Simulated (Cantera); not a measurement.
An adiabatic, constant-volume homogeneous reactor starts with CH4 : O2 : N2 = 1 : 1.4 : 9.06 (molar parts), at 1000 K and 3750 Torr.

Detailed kinetics in Cantera: GRI-Mech 3.0 (53 species, 325 reactions).

Predict: time of steepest temperature rise; temperature at 2.00 s; equilibrium temperature; x(O2) at 2.00 s; x(HCN) at 2.00 s; x(CO2) at 2.00 s.


```
Property                                                             Value
---------------------------------  ---------------------------------------
time of steepest temperature rise                                  0.333 s
temperature at 2.00 s                                               2375 K
equilibrium temperature                                             2375 K
x(O2) at 2.00 s                    6.33e-6 (gas-phase equilibrium 6.33e-6)
x(HCN) at 2.00 s                   9.48e-8 (gas-phase equilibrium 9.48e-8)
x(CO2) at 2.00 s                     0.0269 (gas-phase equilibrium 0.0269)
```
